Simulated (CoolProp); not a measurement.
A simple Rankine cycle with n-perfluorobutane: condensing at 292.15 K, boiler at 1.07 MPa, turbine inlet 364.6 K, turbine efficiency 0.75, pump efficiency 0.6, no recuperator. Each further row changes one setting.

The numbers come from the reference Helmholtz-energy equation of state, Gao 2022 in CoolProp.

| case | thermal efficiency (%) | net work (kJ/kg) | heat in (kJ/kg) | turbine exit temperature (K) | volume ratio over the turbine |
|---|---|---|---|---|---|
| as stated | 8.1 | 11.9 | 147 | 341.7 | 5.62 |
| turbine inlet 384.6 K | 7.8 | 13.0 | 167 | 362.4 | 5.36 |
| condensing temperature 284.15 K | 9.1 | 14.2 | 156 | 338.6 | 7.44 |
| boiler pressure 0.749 MPa | 6.5 | 9.82 | 151 | 348.3 | 3.64 |
| turbine efficiency 0.65 | 6.9 | 10.2 | 147 | 343.5 | 5.66 |
